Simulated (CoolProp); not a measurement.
Vapour-liquid equilibrium of R125 (1) + R134a (2) at -68.35 °C; x and y are mole fractions of (1).

Computed with CoolProp (multi-fluid Helmholtz-energy mixture model, Lemmon 2005 and Tillner-Roth 1994; pair parameters Lemmon 2004).

Task: Give the bubble pressure and the first vapour's composition at x = 0.35, 0.8, 0.875. Is there an azeotrope?

Result: x = 0.35: 17.72 kPa, y = 0.667; x = 0.8: 28.54 kPa, y = 0.934; x = 0.875: 30.33 kPa, y = 0.961. No azeotrope shows between x = 0.05 and 0.95.

The pair parameters rest on a limited set of measurements; away from them the model extrapolates.
